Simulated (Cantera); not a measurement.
Feed: 1 mol SiH₂Cl₂, 0.07 mol O₂, held at 750 K and 12.0 Pa.

These are equilibrium values from Cantera (NASA tables, ideal gas, pure condensed phases), not measurements of a reactor. Candidate condensed phases: H₂O, Si, SiO₂; 30 gas species. The tables' values for SiCl₃ are old estimates; treat these amounts as uncertain. The numbers say what is thermodynamically allowed, not how fast it happens.

Base state: H₂ 0.657, SiCl₄ 0.322, SiHCl₃ 0.0131, HCl 0.00728, SiCl₃ 0.000349, SiCl₂ 6.99e-5, SiH₂Cl₂ 3.94e-5 (mole fractions); condensed: Si(s) + SiO₂(α-quartz).

**Question.** What changes in the equilibrium state with this change: SiH₂Cl₂ replaced by HMDSO?

**Answer.** 
```tsv
species	before	after
H₂	0.657	1.000
CH₄	0	0.000383
SiCl₄	0.322	0
SiHCl₃	0.0131	0
HCl	0.00728	0
SiCl₃	0.000349	0
SiCl₂	6.99e-5	0
Si(s), mol	0.428	0
SiO₂(α-quartz), mol	0.0700	0.570
C(graphite), mol	0	4.57
SiC(s), mol	0	1.43
```
The feed counts by its element totals alone. Further candidate phases: C, C₆H₆, C₇H₈, C₈H₁₈, SiC.
